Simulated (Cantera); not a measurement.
Feed: 1 mol PbO, 4.2 mol CO, 0.21 mol N2, 2.8 mol H2, at 627 °C and 13300 Pa.

These are equilibrium values from Cantera (NASA tables, ideal gas, pure condensed phases), not measurements of a reactor. Candidate condensed phases: C, C6H6, C7H8, C8H18, H2O, Pb, PbO, PbO2, Pb3O4; 139 gas species. Equilibrium is a limit: real reactors are often held back by kinetics, nucleation or transport.

Base state: CO 0.430, H2 0.348, CO2 0.138, H2O 0.0484, N2 0.0305, CH4 0.00503, Pb 1.03e-5 (mole fractions); condensed: C(graphite) + Pb(l).

Q: What changes in the equilibrium state with this change: pressure from 13300 Pa to 1330 Pa?

A: 
```
species            before     after
----------------  -------  --------
CO                  0.430     0.478
H2                  0.348     0.354
CO2                 0.138     0.105
H2O                0.0484    0.0339
N2                 0.0305    0.0291
Pb                1.03e-5  0.000103
CH4               0.00503   8.45e-5
C(graphite), mol    0.249         0
Pb(l), mol          1.000     0.999
```
